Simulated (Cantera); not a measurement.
An isothermal, constant-pressure homogeneous reactor starts with N₂O : H₂O = 1 : 0.0024 (molar parts), at 1300 K and 0.967 atm.

Detailed kinetics in Cantera: GRI-Mech 3.0 (53 species, 325 reactions). GRI-Mech 3.0 was tuned for natural gas; its chemistry of N2O as a main component is partial and can be far from experiment. The mechanism lacks the step 2 NO + O2 → 2 NO2, which can matter for NO2 below about 1400 K. The temperature is held fixed by assumption; the heat of reaction is taken as removed at once.

One state of this run: x N₂O = 0.0550; x N₂ = 0.593; x NO₂ = 0.000700; x NO = 0.0711; x O = 1.47e-6; x O₂ = 0.278. x: mole fraction; the columns are a selection and need not sum to one.

Problem. Which value of t (s) does it belong to?
(A) 1.00
(B) 0.00548
(C) 8.50e-5
(D) 0.00193

Solution. A, 1.00
